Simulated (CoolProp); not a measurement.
The numbers come from the reference Helmholtz-energy equation of state, Eisenbach 2021 in CoolProp.

For propylene glycol, give the phase and the Z, cp (kJ/(kg K)), cv (kJ/(kg K)), isothermal compressibility (1/MPa) at 620 K and 31.9 MPa; 620 K and 36.5 MPa.


- 620 K and 31.9 MPa: liquid; Z 0.619, cp 4.03, cv 3.21, isothermal compressibility 0.00267
- 620 K and 36.5 MPa: liquid; Z 0.700, cp 3.99, cv 3.20, isothermal compressibility 0.00242
